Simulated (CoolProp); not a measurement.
Saturation properties of n-perfluorobutane (Tc = 386.3 K, pc = 2.322 MPa, ω = 0.372).

Values from CoolProp's reference Helmholtz-energy equation of state, Gao 2022.

```json
[
 {"T (K)": "262.4", "p (MPa)": "0.07034", "liquid density (kg/m³)": "(withheld)", "liquid cp (kJ/(kg K))": "1.093"},
 {"T (K)": "269.1", "p (MPa)": "0.09334", "liquid density (kg/m³)": "1603", "liquid cp (kJ/(kg K))": "1.102"},
 {"T (K)": "275.8", "p (MPa)": "0.1218", "liquid density (kg/m³)": "1579", "liquid cp (kJ/(kg K))": "1.111"},
 {"T (K)": "282.5", "p (MPa)": "0.1566", "liquid density (kg/m³)": "1555", "liquid cp (kJ/(kg K))": "1.121"},
 {"T (K)": "289.2", "p (MPa)": "0.1985", "liquid density (kg/m³)": "1530", "liquid cp (kJ/(kg K))": "1.131"},
 {"T (K)": "295.9", "p (MPa)": "0.2485", "liquid density (kg/m³)": "1504", "liquid cp (kJ/(kg K))": "(withheld)"},
 {"T (K)": "302.7", "p (MPa)": "0.3084", "liquid density (kg/m³)": "1478", "liquid cp (kJ/(kg K))": "1.154"},
 {"T (K)": "309.4", "p (MPa)": "0.3776", "liquid density (kg/m³)": "1450", "liquid cp (kJ/(kg K))": "1.167"},
 {"T (K)": "316.1", "p (MPa)": "0.4579", "liquid density (kg/m³)": "1422", "liquid cp (kJ/(kg K))": "1.182"},
 {"T (K)": "322.8", "p (MPa)": "0.5503", "liquid density (kg/m³)": "1392", "liquid cp (kJ/(kg K))": "1.198"},
 {"T (K)": "329.5", "p (MPa)": "0.6560", "liquid density (kg/m³)": "1360", "liquid cp (kJ/(kg K))": "1.218"},
 {"T (K)": "336.2", "p (MPa)": "(withheld)", "liquid density (kg/m³)": "1326", "liquid cp (kJ/(kg K))": "1.242"},
 {"T (K)": "342.9", "p (MPa)": "0.9124", "liquid density (kg/m³)": "1289", "liquid cp (kJ/(kg K))": "1.271"}
]
```

**Question.** What belongs in the gaps?

**Answer.** 
- 262.4, liquid density (kg/m³): 1627
- 295.9, liquid cp (kJ/(kg K)): 1.142
- 336.2, p (MPa): 0.7763

It boils at 271.1 K under 1 atm.
